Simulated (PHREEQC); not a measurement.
Make-up at 23 °C: 0.0053 mol LiOH and 3.1e-07 mol Na2SiO3 per kg of water. Closed to the air; pH follows from the charge balance.

Equilibrium calculation in PHREEQC: ion-association model, wateq4f.dat.

Precipitation was switched off in this run.

### Question
What pH does the model give?

### Answer
pH 11.76.

### Question
In which forms is Si present?

### Answer
H3SiO4- 95 %, H2SiO4-2 4.0 %, H4SiO4 1.1 % of the Si.
